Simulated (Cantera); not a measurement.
Cantera run:

```python
import numpy as np
import cantera as ct

gas_names = [...]  # 113 gases of nasa_gas.yaml made of C, Cu, H, O
cond_names = """
    C(gr) C6H6(L) C7H8(L) C8H18(L),n-octa Cu(cr) Cu(L) CuO(s) CuO2H2(s) Cu2O(s) Cu2O(L) H2O(s) H2O(L)
""".split()


# ... load() reads the species with a 1 bar reference pressure and builds the phases ...
atoms = {
    'Cu2O': {'Cu': 2, 'O': 1},
    'CH4': {'C': 1, 'H': 4},
    'CO': {'C': 1, 'O': 1},
}
top_T = {'C(gr)': 4500, 'CuO(s)': 1390}  # K; cautious upper limits of use, not melting points


# ... equilibrate(T, P, feed) seeds the gas with the atoms and calls Mixture.equilibrate('TP', solver="vcs", rtol=1e-11, max_steps=5000) ...
results = []
feed = {'Cu2O': 1, 'CH4': 1.5, 'CO': 0.26}  # mol
T = 2025  # K
for P in [10, 42, 180, 750, 3200, 13000, 56000, 240000, 1000000]:
    mix = equilibrate(T, P, feed)
    results.append((T, P, feed, dict(zip(mix.species_names, mix.species_moles))))
    x = sorted(zip(gas.X, gas.species_names), reverse=True)
    print(f"T = {T:g} K  P = {P:g} Pa  gas = {mix.phase_moles(0):.4g} mol")
    print("   x: " + "  ".join(f"{s} {v:.3e}" for v, s in x if v > 0.0001))
    print("   condensed (mol): " + ("  ".join(f"{mix.phase(i).name} {mix.phase_moles(i):.4g}"
          for i in range(1, mix.n_phases) if mix.phase_moles(i) > 1e-12) or "none"))
```

It prints:

```
T = 2025 K  P = 10 Pa  gas = 6.66 mol
   x: H2 3.900e-01  Cu 3.003e-01  CO 1.892e-01  H 1.202e-01  C2H2,acetylene 3.529e-04
   condensed (mol): C(gr) 0.4953
T = 2025 K  P = 42 Pa  gas = 6.459 mol
   x: H2 4.331e-01  Cu 3.096e-01  CO 1.951e-01  H 6.181e-02  C2H2,acetylene 3.920e-04
   condensed (mol): C(gr) 0.4949
T = 2025 K  P = 180 Pa  gas = 6.356 mol
   x: H2 4.562e-01  Cu 3.143e-01  CO 1.982e-01  H 3.064e-02  C2H2,acetylene 4.129e-04  Cu2 1.476e-04
   condensed (mol): C(gr) 0.4947
T = 2025 K  P = 750 Pa  gas = 6.304 mol
   x: H2 4.679e-01  Cu 3.160e-01  CO 1.999e-01  H 1.520e-02  Cu2 6.216e-04  C2H2,acetylene 4.234e-04
   condensed (mol): C(gr) 0.4946
T = 2025 K  P = 3200 Pa  gas = 5.158 mol
   x: H2 5.770e-01  CO 2.443e-01  Cu 1.693e-01  H 8.173e-03  Cu2 7.607e-04  C2H2,acetylene 5.222e-04
   condensed (mol): C(gr) 0.4946  Cu(L) 1.119
T = 2025 K  P = 13000 Pa  gas = 4.456 mol
   x: H2 6.704e-01  CO 2.828e-01  Cu 4.166e-02  H 4.371e-03  C2H2,acetylene 6.067e-04  Cu2 1.873e-04
   condensed (mol): C(gr) 0.4945  Cu(L) 1.813
T = 2025 K  P = 56000 Pa  gas = 4.306 mol
   x: H2 6.948e-01  CO 2.926e-01  Cu 9.672e-03  H 2.144e-03  C2H2,acetylene 6.287e-04  CH4 1.075e-04
   condensed (mol): C(gr) 0.4941  Cu(L) 1.958
T = 2025 K  P = 240000 Pa  gas = 4.27 mol
   x: H2 7.005e-01  CO 2.950e-01  Cu 2.257e-03  H 1.040e-03  C2H2,acetylene 6.339e-04  CH4 4.681e-04
   condensed (mol): C(gr) 0.4927  Cu(L) 1.99
T = 2025 K  P = 1e+06 Pa  gas = 4.254 mol
   x: H2 7.001e-01  CO 2.959e-01  CH4 1.949e-03  C2H2,acetylene 6.336e-04  Cu 5.416e-04  H 5.093e-04  H2O 2.201e-04
   condensed (mol): C(gr) 0.487  Cu(L) 1.998
```

These are equilibrium values from Cantera (NASA tables, ideal gas, pure condensed phases), not measurements of a reactor.
